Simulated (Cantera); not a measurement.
What does this Cantera script print?

```python
import numpy as np
import cantera as ct

gas_names = """
    CL CL2 H HCL H2 Si SiCL SiCL2 SiCL3 SiCL4 SiH SiHCL3 SiH2 SiH2CL2 SiH3 SiH3CL SiH4 Si2 Si3
""".split()
cond_names = """
    Si(cr) Si(L)
""".split()


# ... load() reads the species with a 1 bar reference pressure and builds the phases ...
atoms = {
    'SiCl4': {'Si': 1, 'CL': 4},
    'H2': {'H': 2},
}
top_T = {}  # K; cautious upper limits of use, not melting points


# ... equilibrate(T, P, feed) seeds the gas with the atoms and calls Mixture.equilibrate('TP', solver="vcs", rtol=1e-11, max_steps=5000) ...
results = []
feed = {'SiCl4': 1, 'H2': 0.35}  # mol
T = 550  # K
P = 36000  # Pa
mix = equilibrate(T, P, feed)
results.append((T, P, feed, dict(zip(mix.species_names, mix.species_moles))))
x = sorted(zip(gas.X, gas.species_names), reverse=True)
print(f"T = {T:g} K  P = {P:g} Pa  gas = {mix.phase_moles(0):.4g} mol")
print("   x: " + "  ".join(f"{s} {v:.3e}" for v, s in x if v > 1e-06))
print("   condensed (mol): " + ("  ".join(f"{mix.phase(i).name} {mix.phase_moles(i):.4g}"
      for i in range(1, mix.n_phases) if mix.phase_moles(i) > 1e-12) or "none"))
```

Output:

```
T = 550 K  P = 36000 Pa  gas = 1.35 mol
   x: SiCL4 7.395e-01  H2 2.581e-01  HCL 1.202e-03  SiHCL3 1.202e-03
   condensed (mol): none
```

These are equilibrium values from Cantera (NASA tables, ideal gas, pure condensed phases), not measurements of a reactor.
